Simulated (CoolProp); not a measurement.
Isobutene at 468.33 K and 0.134 MPa is throttled through a valve to 0.069 MPa with no heat exchange. Each further row changes one setting.

Model: reference Helmholtz-energy equation of state, Lemmon 2005, in CoolProp. It is a short technical equation, of lower accuracy than the large ones.

| case | temperature change (K) | final density (kg/m³) |
|---|---|---|
| as stated | -0.4 | 0.999 |
| outlet pressure 0.0207 MPa | -0.7 | 0.299 |
| outlet pressure 0.0897 MPa | -0.3 | 1.30 |
